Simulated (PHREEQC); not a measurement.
Solution (20 °C): 0.55 mol CaCl2 and 0.069 mol MgCl2 per kg of water. Closed to the air; pH follows from the charge balance.

Computed with PHREEQC (Pitzer model, pitzer.dat).

Each row changes one thing in this solution. Precipitation was switched off in this run.

```tsv
case	MgOH+ (mol/kgw)	SI of Bischofite (MgCl2:6H2O)	SI of MgCl2_4H2O (MgCl2:4H2O)
as made	8.80e-8	-6.67	-9.07
diluted 5-fold with water	(withheld)	-8.62	-11.03
temperature from 20 to 80 °C	(withheld)	-6.16	-8.09
```

**Question.** Some entries are withheld; supply them.

**Answer.** 
- diluted 5-fold with water, MgOH+ (mol/kgw): 3.63e-8
- temperature from 20 to 80 °C, MgOH+ (mol/kgw): 9.18e-7

Species that the database lacks are ignored. Away from 25 °C the constants follow the database's enthalpies or fits; those with neither stay at their 25 °C values.
